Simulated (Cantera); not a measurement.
Input (Python, Cantera) and output of one run.

```python
import numpy as np
import cantera as ct

gas_names = """
    Ca CaF CaF2 CaO CaOH CaO2H2 Ca2 F FO FO2 F2 F2O H HF HOF HO2 H2 H2F2 H2O H2O2 H3F3 H4F4 H5F5 H6F6
    H7F7 O OH O2 O3
""".split()
cond_names = """
    Ca(a) Ca(b) Ca(L) CaF2(a) CaF2(b) CaF2(L) CaO(s) CaO(L) CaO2H2(s) H2O(s) H2O(L)
""".split()


# ... load() reads the species with a 1 bar reference pressure and builds the phases ...
atoms = {
    'CaO': {'Ca': 1, 'O': 1},
    'HF': {'H': 1, 'F': 1},
    'O2': {'O': 2},
}
top_T = {}  # K; cautious upper limits of use, not melting points


# ... equilibrate(T, P, feed) seeds the gas with the atoms and calls Mixture.equilibrate('TP', solver="vcs", rtol=1e-11, max_steps=5000) ...
results = []
feed = {'CaO': 1, 'HF': 14, 'O2': 15}  # mol
T = 848.15  # K
P = 1000  # Pa
mix = equilibrate(T, P, feed)
results.append((T, P, feed, dict(zip(mix.species_names, mix.species_moles))))
print(gas.report(threshold=0.001))
for i in range(1, mix.n_phases):
    print(f"{mix.phase(i).name:16s} {mix.phase_moles(i):12.5e} mol")
```

Result:

```
       temperature   848.15 K
          pressure   1000 Pa
           density   0.0037379 kg/m^3
  mean mol. weight   26.359 kg/kmol
   phase of matter   gas

                          1 kg             1 kmol
                     ---------------   ---------------
          enthalpy       -4.1152e+06       -1.0847e+08  J
   internal energy       -4.3827e+06       -1.1553e+08  J
           entropy             10174        2.6818e+05  J/K
    Gibbs function       -1.2744e+07       -3.3593e+08  J
 heat capacity c_p            1227.9             32368  J/K
 heat capacity c_v            912.52             24053  J/K

                      mass frac. Y      mole frac. X     chem. pot. / RT
                     ---------------   ---------------   ---------------
                HF           0.32528           0.42857           -66.396
               H2O          0.024409          0.035714           -66.604
                O2           0.65031           0.53571           -31.366
     [  +26 minor]        2.1175e-07        1.4429e-07

Ca(b)             0.00000e+00 mol
CaF2(a)           1.00000e+00 mol
CaO(s)            0.00000e+00 mol
CaO2H2(s)         0.00000e+00 mol
```

Equilibrium computed with Cantera from the NASA thermochemical tables; the gas is ideal and each condensed phase is pure.
